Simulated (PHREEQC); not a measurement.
30 mol of Thenardite (Na2SO4) is brought to equilibrium with 1 kg of water, at 65 °C and several pressures. CO2 from the air is kept out. Solids allowed: Thenardite. Others were left out.

All values are PHREEQC results (Pitzer model, pitzer.dat), not measurements.

```
P (atm)  dissolved Na (mol/kgw)  dissolved S (mol/kgw)
-------  ----------------------  ---------------------
1                          6.17                   3.08
50                         6.23                   3.12
100                        6.29                   3.14
200                        6.40                   3.20
300                        6.52                   3.26
400                        6.63                   3.31
500                        6.74                   3.37
600                        6.85                   3.43
800                        7.08                   3.54
1000                       7.32                   3.66
```

Species that the database lacks are ignored. At this temperature some constants are extrapolated from 25 °C, and those without enthalpy data are left unchanged.
